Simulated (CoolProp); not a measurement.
Vapour-liquid equilibrium of toluene (1) + m-xylene (2) at 470 K; x and y are mole fractions of (1).

Model: multi-fluid Helmholtz-energy mixture model, Lemmon 2006 and Zhou 2012; pair parameters Bell 2016, in CoolProp.

```
x      bubble pressure, mixture model (kPa)  bubble pressure, Raoult's law (kPa)  y, mixture model  y, Raoult's law
-----  ------------------------------------  -----------------------------------  ----------------  ---------------
0.05                                  401.2                                400.8             0.084            0.088
0.125                                 426.7                                425.2             0.201            0.208
0.2                                   452.6                                449.5             0.306            0.315
0.275                                 478.8                                473.8             0.400            0.412
0.35                                  504.8                                498.2             0.485            0.498
0.425                                 530.4                                522.5             0.562            0.577
0.5                                   555.6                                546.8             0.632            0.648
0.575                                 580.3                                571.2             0.696            0.714
0.65                                  604.4                                595.5             0.756            0.774
0.725                                 627.8                                619.8             0.811            0.829
0.8                                   650.7                                644.2             0.865            0.881
0.875                                 673.0                                668.5             0.916            0.928
0.95                                  694.8                                692.8             0.966            0.972
```

The largest gap from Raoult's law is +1.6 % in bubble pressure, at x = 0.5. No azeotrope shows between x = 0.05 and 0.95.

The pair parameters rest on a limited set of measurements; away from them the model extrapolates.
